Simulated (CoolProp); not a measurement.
Saturation properties of R152A.

Computed with CoolProp (reference Helmholtz-energy equation of state, Outcalt 1996). It is a modified Benedict-Webb-Rubin equation, recast in Helmholtz form.

```json
[
 {"T (K)": "208.3", "p (MPa)": "0.01092", "vapour density (kg/m³)": "0.4204", "enthalpy of vaporisation (kJ/kg)": "363.5", "liquid cp (kJ/(kg K))": "1.545"},
 {"T (K)": "215.1", "p (MPa)": "0.01696", "vapour density (kg/m³)": "0.6343", "enthalpy of vaporisation (kJ/kg)": "358.2", "liquid cp (kJ/(kg K))": "1.554"},
 {"T (K)": "222", "p (MPa)": "0.02567", "vapour density (kg/m³)": "0.9341", "enthalpy of vaporisation (kJ/kg)": "352.7", "liquid cp (kJ/(kg K))": "1.565"},
 {"T (K)": "228.8", "p (MPa)": "0.03753", "vapour density (kg/m³)": "1.332", "enthalpy of vaporisation (kJ/kg)": "347.2", "liquid cp (kJ/(kg K))": "1.578"},
 {"T (K)": "235.6", "p (MPa)": "0.05349", "vapour density (kg/m³)": "1.855", "enthalpy of vaporisation (kJ/kg)": "341.6", "liquid cp (kJ/(kg K))": "1.592"},
 {"T (K)": "242.5", "p (MPa)": "0.07486", "vapour density (kg/m³)": "2.541", "enthalpy of vaporisation (kJ/kg)": "335.7", "liquid cp (kJ/(kg K))": "1.608"},
 {"T (K)": "249.3", "p (MPa)": "0.1021", "vapour density (kg/m³)": "3.400", "enthalpy of vaporisation (kJ/kg)": "329.8", "liquid cp (kJ/(kg K))": "1.625"},
 {"T (K)": "256.2", "p (MPa)": "0.1372", "vapour density (kg/m³)": "4.491", "enthalpy of vaporisation (kJ/kg)": "323.5", "liquid cp (kJ/(kg K))": "1.644"},
 {"T (K)": "263", "p (MPa)": "0.1805", "vapour density (kg/m³)": "5.819", "enthalpy of vaporisation (kJ/kg)": "317.1", "liquid cp (kJ/(kg K))": "1.664"},
 {"T (K)": "269.8", "p (MPa)": "0.2337", "vapour density (kg/m³)": "7.439", "enthalpy of vaporisation (kJ/kg)": "310.5", "liquid cp (kJ/(kg K))": "1.686"},
 {"T (K)": "276.7", "p (MPa)": "0.2993", "vapour density (kg/m³)": "9.429", "enthalpy of vaporisation (kJ/kg)": "303.5", "liquid cp (kJ/(kg K))": "1.710"},
 {"T (K)": "283.5", "p (MPa)": "0.3771", "vapour density (kg/m³)": "11.78", "enthalpy of vaporisation (kJ/kg)": "296.2", "liquid cp (kJ/(kg K))": "1.736"}
]
```

It boils at 249.1 K under 1 atm.
